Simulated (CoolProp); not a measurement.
Vapour-liquid equilibrium of methanol (1) + acetone (2) at 13.2 bar; x and y are mole fractions of (1).

The numbers come from the multi-fluid Helmholtz-energy mixture model, de Reuck 1993 and Lemmon 2006; pair parameters Bell 2016 in CoolProp.

**Question.** Give the bubble temperature and the first vapour's composition at x = 0.2, 0.275, 0.875. Is there an azeotrope?

**Answer.** x = 0.2: 425.0 K, y = 0.253; x = 0.275: 423.6 K, y = 0.332; x = 0.875: 420.0 K, y = 0.865. y crosses x between x = 0.725 and 0.8: the model has an azeotrope there.

Pair parameters are fitted to limited data, so mixtures are less certain than the pure fluids.
